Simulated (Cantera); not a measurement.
A closed system holds: 1 mol Si, 0.92 mol F2, 1.3 mol H2, 1.1 mol NF3, at 1700 K and 0.310 bar.

Method: chemical equilibrium by Gibbs-energy minimisation in Cantera with the NASA 1993 tables (ideal gas, pure condensed phases). Candidate condensed phases: Si, Si3N4; 37 gas species. The tables' values for SiF3 are old estimates; treat these amounts as uncertain. Equilibrium is a limit: real reactors are often held back by kinetics, nucleation or transport.

### Question
What is the equilibrium state?

### Answer
```json
{
 "x(HF)": "0.336",
 "x(SiF4)": "0.289",
 "x(H2)": "0.212",
 "x(N2)": "0.161",
 "x(SiF3)": "0.00240",
 "x(SiHF3)": "0.000317",
 "x(H)": "0.000122",
 "x(SiF2)": "8.33e-6",
 "gas_amount": "3.424 mol",
 "log10 activity of Si(l) (absent)": "-7.11"
}
```
